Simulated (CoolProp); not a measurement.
Properties of n-decane along the isotherm 306.05 °C (Tc = 344.5 °C, pc = 21.01 bar, ω = 0.488).

Values from CoolProp's reference Helmholtz-energy equation of state, Lemmon 2006. It is a short technical equation, of lower accuracy than the large ones.

```csv
p (bar),phase,isothermal compressibility (1/MPa),expansivity (1/kK),viscosity (µPa s),conductivity (mW/(m K)),fugacity coefficient
0.332,gas,30.34,1.775,9.98,36.1,0.9928
0.63,gas,16.10,1.821,9.97,36.1,0.9863
1.19,gas,8.636,1.912,9.97,36.0,0.9742
2.26,gas,4.674,2.107,9.98,35.8,0.9512
4.29,gas,2.619,2.576,10.0,35.6,0.9076
8.13,gas,1.648,4.168,10.4,35.6,0.8253
15.4,liquid,0.04529,5.075,77.2,74.7,0.5980
29.2,liquid,0.02575,3.464,85.4,77.1,0.3450
55.4,liquid,0.01487,2.441,96.5,80.5,0.2139
105,liquid,0.008607,1.756,112,85.2,0.1510
```

Viscosity comes from a separate model (Huber 2004). Thermal conductivity comes from a separate model (Huber 2005).
